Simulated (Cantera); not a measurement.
Feed: 1 mol Fe, 0.019 mol O2, 5.1 mol CO, at 1 atm.

Method: chemical equilibrium by Gibbs-energy minimisation in Cantera with the NASA 1993 tables (ideal gas, pure condensed phases). Candidate condensed phases: C, Fe, Fe(CO)5, FeO, Fe2O3, Fe3O4; 15 gas species. Condensed phases not in the tables: cementite and carbon dissolved in iron. Kinetics and transport are ignored.

log p: log10 of the partial pressure in bar; n: condensed amount in mol.

```
T (°C)  log p CO  log p CO2  log p Fe  log p FeO  n C(graphite)  n Fe(α)  n Fe(γ)  n Fe(δ)  n Fe(l)
------  --------  ---------  --------  ---------  -------------  -------  -------  -------  -------
877        -0.01      -1.43    -11.07       <-11          0.146     1.00        0        0        0
977         0.00          ?         ?       <-11              ?        0     1.00        0        0
1077        0.00      -2.12         ?       <-11              0        0     1.00        0        0
1177        0.00      -2.12     -7.30     -11.55              0        0     1.00        0        0
1277        0.00      -2.12     -6.38     -10.36              0        0    1.000        0        0
1377        0.00      -2.12     -5.57      -9.33              0        0    1.000        0        0
1477        0.00      -2.12     -4.86      -8.42              0        0        0    1.000        0
1577        0.00      -2.12     -4.23      -7.62              0        0        0        0    1.000
```

Task: Some entries are withheld; supply them.

Result: 
- 1077, log p Fe: -8.37
- 977, log p CO2: -2.01
- 977, log p Fe: -9.61
- 977, n C(graphite): 0.0107
